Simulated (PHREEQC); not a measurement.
Dissolve 0.014 mol/kgw NaH2PO4, 0.00017 mol/kgw Na2HPO4 and 0.23 mol/kgw NaCl at 20 °C. Closed to the air; pH follows from the charge balance.

Equilibrium calculation in PHREEQC: ion-association model, phreeqc.dat.

### Question
The ionic strength comes out as 0.244 mol/kgw. What activity coefficients do HPO4-2, Cl-, H+, NaHPO4-, Na+ get?

### Answer
HPO4-2 0.28, Cl- 0.70, H+ 0.79, NaHPO4- 0.74, Na+ 0.74.

This is a speciation only: nothing precipitates in the calculation.
